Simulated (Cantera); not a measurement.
Mixture: CH4 : O2 : N2 = 1 : 2.67 : 10 (molar parts), equivalence ratio 0.75, at 1200 Torr, adiabatic and at constant pressure. Ignition delay is the time to a rise of 400 K.

Cantera simulation using GRI-Mech 3.0 (53 species, 325 reactions); the numbers are that mechanism's predictions, not measurements.

Task: What does this change do: N2 10 to 7.7 parts?

Result: 
```
quantity                                                before       after
--------------------------------------------------  ----------  ----------
delay at 1050 K                                        0.249 s     0.200 s
delay at 1150 K                                        53.1 ms     42.4 ms
delay at 1250 K                                        13.2 ms     10.5 ms
delay at 1350 K                                        3.74 ms     2.99 ms
apparent activation energy between 1300 and 1400 K  180 kJ/mol  180 kJ/mol
```

Task: What does this change do: 0.024 parts C2H6 added?

Result: 
```csv
quantity,before,after
delay at 1050 K,0.249 s,0.113 s
delay at 1150 K,53.1 ms,28.1 ms
delay at 1250 K,13.2 ms,7.56 ms
delay at 1350 K,3.74 ms,2.19 ms
apparent activation energy between 1300 and 1400 K,180 kJ/mol,180 kJ/mol
```
